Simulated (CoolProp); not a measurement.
Methanol along the isotherm 292.8 K: Z from the reference equation and from simpler models built on Tc = 513.4 K, pc = 8.216 MPa, ω = 0.565; each cubic takes its own stable root.

Model: reference Helmholtz-energy equation of state, de Reuck 1993, in CoolProp.

```csv
p (MPa),phase,reference
0.039,liquid,0.0006487
0.08,liquid,0.001331
0.164,liquid,0.002727
0.337,liquid,0.005603
0.693,liquid,0.01152
1.42,liquid,0.02358
2.92,liquid,0.04840
6,liquid,0.09910
12.3,liquid,0.2018
```

Q: How far does each simpler model (Redlich-Kwong, Soave-Redlich-Kwong) lie from the reference over these 9 states: mean and median of the absolute difference, and the worst?

A: 
- Redlich-Kwong: mean 25222.5 %, median 38.2 %, worst +152882.9 % at 292.8 K and 0.039 MPa
- Soave-Redlich-Kwong: mean 30.0 %, median 29.8 %, worst +30.7 % at 292.8 K and 12.3 MPa

At some of these states Redlich-Kwong gives the other phase, because its saturation line lies elsewhere.
